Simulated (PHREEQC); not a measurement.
**Copper plating or etch bath**

A solution holds 0.053 mol/kgw Cu(BF4)2, 0.028 mol/kgw HNO3 and 0.0023 mol/kgw H3BO3, at 20 °C. Closed to the air; pH follows from the charge balance.

The numbers come from PHREEQC with the ion-association model, wateq4f.dat.

Each row changes one thing in this solution. This is a speciation only: nothing precipitates in the calculation.

| case | pH | ionic strength (mol/kgw) | BF4- (mol/kgw) | HF (mol/kgw) | BF3OH- (mol/kgw) | H3BO3 (mol/kgw) | SI of CuF2:2H2O (CuF2:2H2O) | SI of Tenorite (CuO) |
|---|---|---|---|---|---|---|---|---|
| as made | 1.66 | 0.186 | 0.101 | 0.00876 | 0.00366 | 0.00362 | -4.28 | -6.24 |
| H3BO3 from 0.0023 to 0.00023 mol/kgw | 1.67 | 0.185 | 0.101 | [?] | 0.00321 | 0.00209 | -4.15 | -6.23 |
| diluted 100-fold with water | 3.05 | 0.00251 | 0.000268 | 0.00154 | 5.84e-5 | 0.000713 | -4.67 | -5.09 |
| HNO3 replaced by Cd(NO3)2 at the same molality | 2.61 | 0.242 | 0.0988 | 0.00539 | 0.00577 | 0.00253 | -2.83 | -4.39 |
| HNO3 replaced by NaNO3 at the same molality | 2.62 | 0.189 | 0.0989 | [?] | 0.00575 | 0.00253 | -2.77 | -4.33 |

Q: Some entries are withheld; supply them.

A: 
- H3BO3 from 0.0023 to 0.00023 mol/kgw, HF (mol/kgw): 0.0100
- HNO3 replaced by NaNO3 at the same molality, HF (mol/kgw): 0.00549

Complexes and solids missing from the database can't appear. Real BF4- forms and hydrolyses slowly; the run takes it at equilibrium.
